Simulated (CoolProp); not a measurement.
Vapour-liquid equilibrium of propylene (1) + acetone (2) at 286 kPa; x and y are mole fractions of (1).

Computed with CoolProp (multi-fluid Helmholtz-energy mixture model, Lemmon 2013 and Lemmon 2006; pair parameters Bell 2016).

```json
[
 {"x": "0.05", "bubble temperature (K)": "328.2", "y at the bubble point": "0.657", "dew temperature at overall composition x (K)": "361.2", "liquid density (mol/L)": "12.87"},
 {"x": "0.2", "bubble temperature (K)": "276.7", "y at the bubble point": "0.963", "dew temperature at overall composition x (K)": "355.0", "liquid density (mol/L)": "13.79"},
 {"x": "0.35", "bubble temperature (K)": "263.2", "y at the bubble point": "0.984", "dew temperature at overall composition x (K)": "347.9", "liquid density (mol/L)": "13.97"},
 {"x": "0.5", "bubble temperature (K)": "259.0", "y at the bubble point": "0.988", "dew temperature at overall composition x (K)": "339.5", "liquid density (mol/L)": "13.94"},
 {"x": "0.65", "bubble temperature (K)": "257.3", "y at the bubble point": "0.990", "dew temperature at overall composition x (K)": "328.8", "liquid density (mol/L)": "13.85"},
 {"x": "0.8", "bubble temperature (K)": "255.5", "y at the bubble point": "0.992", "dew temperature at overall composition x (K)": "313.6", "liquid density (mol/L)": "13.76"},
 {"x": "0.95", "bubble temperature (K)": "252.6", "y at the bubble point": "0.997", "dew temperature at overall composition x (K)": "282.6", "liquid density (mol/L)": "13.71"}
]
```

No azeotrope shows between x = 0.05 and 0.95.

The pair parameters rest on a limited set of measurements; away from them the model extrapolates. With so large a gap from Raoult's law the liquid may split in two, which this calculation doesn't test in full.
